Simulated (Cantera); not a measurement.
Source: NASA polynomial tables (part measured, part estimated), evaluated in Cantera. Values are per mole of reaction as written; species without (g) are pure solids or liquids, kept so even where they would boil at 1 bar.

Q: Between 500 and 1500 K, where is each reaction favourable under standard conditions?
- 3 H2(g) + 2 Cr2O3 = 4 Cr + 6 OH(g)

A: 
- 3 H2(g) + 2 Cr2O3 = 4 Cr + 6 OH(g): ΔG° is 2186 kJ at 500 K and 1586 kJ at 1500 K; it stays positive (K < 1). ΔH° is 2470 kJ and ΔS° 589 J/K at 1500 K.
